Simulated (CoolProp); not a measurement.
Vapour-liquid equilibrium of ethane (1) + CHF3 (R23) (2) at -52.45 °C; x and y are mole fractions of (1).

The numbers come from the multi-fluid Helmholtz-energy mixture model, Bücker 2006 and Penoncello 2003; pair parameters Bell 2016 in CoolProp.

Problem. Give the bubble pressure and the first vapour's composition at x = 0.35, 0.425, 0.8. Is there an azeotrope?

Solution. x = 0.35: 755.0 kPa, y = 0.498; x = 0.425: 760.8 kPa, y = 0.512; x = 0.8: 722.5 kPa, y = 0.624. y crosses x between x = 0.5 and 0.575: the model has an azeotrope there.

Pair parameters are fitted to limited data, so mixtures are less certain than the pure fluids. With so large a gap from Raoult's law the liquid may split in two, which this calculation doesn't test in full.
